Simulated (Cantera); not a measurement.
What does this Cantera script print?

```python
import numpy as np
import cantera as ct

gas_names = """
    CL CL2 H HCL H2 N NH NH2 NH3 N2 N2H2 N2H4 Si SiCL SiCL2 SiCL3 SiCL4 SiH SiHCL3 SiH2 SiH2CL2 SiH3
    SiH3CL SiH4 SiN Si2 Si2N Si3
""".split()
cond_names = """
    NH4CL(a) NH4CL(b) Si(cr) Si(L) Si3N4(a)
""".split()


def load(file, names, dense=False):
    # The tables refer to 1 bar. Condensed volumes are neglected.
    table = {s.name: s for s in ct.Species.list_from_file(file)}
    out = []
    for n in names:
        d = dict(table[n].input_data)
        d["thermo"] = dict(d["thermo"], **{"reference-pressure": 1e5})
        if dense:
            d["equation-of-state"] = {"model": "constant-volume", "density": "1e6 g/cm^3"}
        out.append(ct.Species.from_dict(d))
    return out


gas = ct.Solution(thermo="ideal-gas", species=load("nasa_gas.yaml", gas_names))
cond = {s.name: ct.Solution(thermo="fixed-stoichiometry", species=[s], name=s.name)
        for s in load("nasa_condensed.yaml", cond_names, dense=True)}
atoms = {
    'Si2Cl6': {'Si': 2, 'CL': 6},
    'N2': {'N': 2},
    'H2': {'H': 2},
}
top_T = {'Si3N4(a)': 2400}  # K; cautious upper limits of use, not melting points


def equilibrate(T, P, feed):
    n = {}
    for name, mol in feed.items():
        for a, k in atoms[name].items():
            n[a] = n.get(a, 0.0) + k * mol
    gas.TPX = T, P, n
    mass = sum(n.values()) * gas.mean_molecular_weight
    gas.equilibrate("TP")
    valid = [c for c in cond.values() if c.min_temp <= T <= top_T.get(c.name, c.max_temp)]
    mix = ct.Mixture([(gas, mass / gas.mean_molecular_weight)] + [(c, 0.0) for c in valid])
    mix.T, mix.P = T, P
    mix.equilibrate("TP", solver="vcs", rtol=1e-11, max_steps=5000)
    return mix


results = []
feed = {'Si2Cl6': 1, 'N2': 58, 'H2': 0.11}  # mol
P = 41  # Pa
for T in [975, 1000, 1025, 1050, 1075, 1100, 1125, 1150, 1175]:
    mix = equilibrate(T, P, feed)
    results.append((T, P, feed, dict(zip(mix.species_names, mix.species_moles))))

top = {s: max(r[3][s] / sum(r[3][g] for g in gas_names) for r in results) for s in gas_names}
cols = sorted((s for s in top if top[s] > 0.001), key=lambda s: -top[s])[:9]
seen = [c for c in cond_names if any(r[3].get(c, 0) > 1e-12 for r in results)]
print("log10 of partial pressures in bar; condensed amounts in mol")
print(f"{'T/K':>10s}" + "".join(f"{s[:9]:>10s}" for s in cols + seen))
for T, P, feed, n in results:
    ng = sum(n[g] for g in gas_names)
    print(f"{T:10.4g}" + "".join(f"{np.log10(max(n[s] / ng * P / 1e5, 1e-99)):10.3f}" for s in cols)
          + "".join(f"{n.get(c, 0):10.4g}" for c in seen))
```

Result:

```
log10 of partial pressures in bar; condensed amounts in mol
       T/K        N2     SiCL4       HCL     SiCL2     SiCL3  Si3N4(a)
       975    -3.400    -5.002    -5.821    -8.445    -7.449    0.1843
      1000    -3.400    -5.002    -5.821    -8.068    -7.227    0.1839
      1025    -3.400    -5.004    -5.821    -7.710    -7.017    0.1832
      1050    -3.400    -5.006    -5.821    -7.369    -6.817     0.182
      1075    -3.400    -5.010    -5.821    -7.046    -6.628    0.1799
      1100    -3.400    -5.016    -5.821    -6.738    -6.449    0.1762
      1125    -3.400    -5.026    -5.821    -6.447    -6.282      0.17
      1150    -3.400    -5.042    -5.821    -6.172    -6.126    0.1596
      1175    -3.400    -5.067    -5.822    -5.913    -5.985    0.1429
```

Cantera equilibrium calculation (NASA polynomials, part measured and part estimated; ideal gas, pure solids and liquids). The feed counts by its element totals alone. N2 is the only nitrogen source here; it is nearly inert below about 1500 K, so the nitride shown seldom forms there in practice. The tables' values for SiCl3 are old estimates; treat these amounts as uncertain.
